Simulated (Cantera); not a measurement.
**Adiabatic ignition**

An adiabatic, constant-volume homogeneous reactor starts with 7.56 % C3H8, 18.9 % O2, 71.1 % N2, 2.42 % CO2, at 1575 K and 1.60 bar.

Cantera simulation using GRI-Mech 3.0 (53 species, 325 reactions); the numbers are that mechanism's predictions, not measurements. GRI-Mech 3.0 was tuned for natural gas; its chemistry of propane as a main component is partial and can be far from experiment.

```tsv
t (s)	T (K)	P (bar)	x C3H8	x O2	x CO2	x C2H2	x H2O	x NO	x N2O
8.00e-6	1553	1.60	0.0636	0.184	0.0239	2.37e-5	0.00308	5.21e-11	1.50e-9
2.56e-5	1661	1.82	0.0201	0.146	0.0231	0.00126	0.0275	2.43e-9	1.25e-8
8.19e-5	2890	3.76	<1e-12	0.000175	0.0224	<1e-12	0.108	0.000735	8.89e-8
0.000262	2878	3.75	<1e-12	0.000196	0.0224	<1e-12	0.107	0.000893	8.98e-8
0.000839	2877	3.75	<1e-12	0.000194	0.0224	<1e-12	0.107	0.00103	9.48e-8
0.00268	2877	3.75	<1e-12	0.000194	0.0224	<1e-12	0.107	0.00104	9.53e-8
0.00859	2877	3.75	<1e-12	0.000194	0.0224	<1e-12	0.107	0.00104	9.53e-8
0.0275	2877	3.75	<1e-12	0.000194	0.0224	<1e-12	0.107	0.00104	9.53e-8
0.0879	2877	3.75	<1e-12	0.000194	0.0224	<1e-12	0.107	0.00104	9.53e-8
0.281	2877	3.75	<1e-12	0.000194	0.0224	<1e-12	0.107	0.00104	9.53e-8
0.900	2877	3.75	<1e-12	0.000194	0.0224	<1e-12	0.107	0.00104	9.53e-8
```
x: mole fraction; the columns are a selection and need not sum to one.

| Property | Value |
|---|---|
| time of steepest temperature rise | 32.0 µs |
| temperature at 0.900 s | 2877 K |
| equilibrium temperature | 2877 K |
| x(C3H8) at 0.900 s | <1e-12 (gas-phase equilibrium <1e-12) |
| x(O2) at 0.900 s | 0.000194 (gas-phase equilibrium 0.000194) |
| x(CO2) at 0.900 s | 0.0224 (gas-phase equilibrium 0.0224) |
